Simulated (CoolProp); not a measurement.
Vapour-liquid equilibrium of isobutene (1) + n-butane (2) at 94.25 °C; x and y are mole fractions of (1).

Model: multi-fluid Helmholtz-energy mixture model, Lemmon 2005 and Bücker 2006; pair parameters Bell 2016, in CoolProp.

```csv
x,"bubble pressure, mixture model (bar)","bubble pressure, Raoult's law (bar)","y, mixture model","y, Raoult's law"
0.05,13.79,13.76,0.058,0.060
0.15,14.11,14.03,0.170,0.175
0.25,14.41,14.31,0.277,0.286
0.35,14.70,14.58,0.380,0.393
0.45,14.98,14.86,0.481,0.496
0.55,15.25,15.14,0.579,0.595
0.65,15.51,15.41,0.675,0.691
0.75,15.76,15.69,0.770,0.783
0.85,16.01,15.96,0.863,0.872
0.95,16.26,16.24,0.955,0.958
```

The largest gap from Raoult's law is +0.8 % in bubble pressure, at x = 0.45. No azeotrope shows between x = 0.05 and 0.95.

Pair parameters are fitted to limited data, so mixtures are less certain than the pure fluids.
